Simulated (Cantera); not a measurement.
Feed: 1 mol SiH₂Cl₂, 25 mol NO, 0.19 mol N₂O, held at 0.705 Torr.

Method: chemical equilibrium by Gibbs-energy minimisation in Cantera with the NASA 1993 tables (ideal gas, pure condensed phases). Candidate condensed phases: H₂O, NH₄Cl, Si, SiO₂, Si₂N₂O, Si₃N₄; 47 gas species. The tables hold silica as quartz up to 1696 K and as liquid above; real silica turns to tridymite and cristobalite and melts near 1996 K. Equilibrium is a limit: real reactors are often held back by kinetics, nucleation or transport.

### Question
At 1352 °C, list the 7 most abundant gas species with their mole fractions, and the condensed phases.

### Answer
N₂ 0.478, O₂ 0.428, HCl 0.0444, Cl 0.0310, H₂O 0.0153, NO 0.00239, OH 0.000569. Condensed: SiO₂(β-quartz).
